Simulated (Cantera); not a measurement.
Input: 1 mol SiHCl3, 1.1 mol HCl, 21 mol N2, equilibrated at 11.0 mbar.

Cantera equilibrium calculation (NASA polynomials, part measured and part estimated; ideal gas, pure solids and liquids). Candidate condensed phases: NH4Cl, Si, Si3N4; 28 gas species. N2 is the only nitrogen source here; it is nearly inert below about 1500 K, so the nitride shown seldom forms there in practice. Equilibrium is a limit: real reactors are often held back by kinetics, nucleation or transport.

Task: What share of the Si ends up in condensed phases as a function of T (K), at 1048, 1098, 1148, 1198, 1248, 1298, 1348, 1398?

Result: 
```
T (K)  Si condensed (%)        as
-----  ----------------  --------
1048               40.2  Si3N4(s)
1098               40.6  Si3N4(s)
1148               40.8  Si3N4(s)
1198               40.6  Si3N4(s)
1248               39.4  Si3N4(s)
1298               36.5  Si3N4(s)
1348               30.5  Si3N4(s)
1398               20.0  Si3N4(s)
```
